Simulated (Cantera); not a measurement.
An adiabatic, constant-volume homogeneous reactor starts with CO : H2 : O2 : N2 : H2O = 1 : 0.081 : 0.257 : 0.968 : 0.17 (molar parts), equivalence ratio 2.1, at 1675 K and 1.01 bar.

Cantera simulation using GRI-Mech 3.0 (53 species, 325 reactions); the numbers are that mechanism's predictions, not measurements.

One state of this run: T (K) = 2897; P (bar) = 1.63; x CO = 0.269; x H2 = 0.0175; x O2 = 0.0119; x NO = 0.00714; x H2O = 0.0775; x OH = 0.0161; x O = 0.00677. x: mole fraction; the columns are a selection and need not sum to one.

Question: Which value of t (s) does it belong to?
(A) 1.25e-5
(B) 0.000155
(C) 6.69e-5
(D) 0.00193

Answer: D, 0.00193
